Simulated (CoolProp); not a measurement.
Vapour-liquid equilibrium of R152A (1) + isobutene (2) at 11.4 bar; x and y are mole fractions of (1).

The numbers come from the multi-fluid Helmholtz-energy mixture model, Outcalt 1996 and Lemmon 2005; pair parameters Bell 2016 in CoolProp.

**Question.** Give the bubble temperature and the first vapour's composition at x = 0.2, 0.35, 0.875. Is there an azeotrope?

**Answer.** x = 0.2: 61.5 °C, y = 0.371; x = 0.35: 55.7 °C, y = 0.518; x = 0.875: 48.4 °C, y = 0.878. y crosses x between x = 0.875 and 0.95: the model has an azeotrope there.

Pair parameters are fitted to limited data, so mixtures are less certain than the pure fluids.
